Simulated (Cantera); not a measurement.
Input (Python, Cantera) and output of one run.

```python
import numpy as np
import cantera as ct

gas_names = [...]  # 95 gases of nasa_gas.yaml made of C, F, H
cond_names = """
    C(gr) C6H6(L) C7H8(L) C8H18(L),n-octa
""".split()


# ... load() reads the species with a 1 bar reference pressure and builds the phases ...
atoms = {
    'c-C4F8': {'C': 4, 'F': 8},
    'F2': {'F': 2},
    'H2': {'H': 2},
}
top_T = {'C(gr)': 4500}  # K; cautious upper limits of use, not melting points


# ... equilibrate(T, P, feed) seeds the gas with the atoms and calls Mixture.equilibrate('TP', solver="vcs", rtol=1e-11, max_steps=5000) ...
results = []
feed = {'c-C4F8': 1, 'F2': 0.022, 'H2': 0.43}  # mol
T = 1000  # K
P = 16  # Pa
mix = equilibrate(T, P, feed)
results.append((T, P, feed, dict(zip(mix.species_names, mix.species_moles))))
print(gas.report(threshold=0.0001))
for i in range(1, mix.n_phases):
    print(f"{mix.phase(i).name:16s} {mix.phase_moles(i):12.5e} mol")
```

Result:

```
       temperature   1000 K
          pressure   16 Pa
           density   0.00012698 kg/m^3
  mean mol. weight   65.987 kg/kmol
   phase of matter   gas

                          1 kg             1 kmol
                     ---------------   ---------------
          enthalpy       -1.0179e+07       -6.7167e+08  J
   internal energy       -1.0305e+07       -6.7998e+08  J
           entropy            5907.9        3.8984e+05  J/K
    Gibbs function       -1.6087e+07       -1.0615e+09  J
 heat capacity c_p            1160.9             76606  J/K
 heat capacity c_v            1034.9             68292  J/K

                      mass frac. Y      mole frac. X     chem. pot. / RT
                     ---------------   ---------------   ---------------
               CF4           0.90183            0.6762           -157.52
                HF           0.09817            0.3238           -65.335
     [  +93 minor]        8.0076e-08        8.8988e-08

C(gr)             2.20400e+00 mol
```

Method: chemical equilibrium by Gibbs-energy minimisation in Cantera with the NASA 1993 tables (ideal gas, pure condensed phases). The feed counts by its element totals alone. Gases not in the tables: C2F6 and larger saturated fluorocarbons.
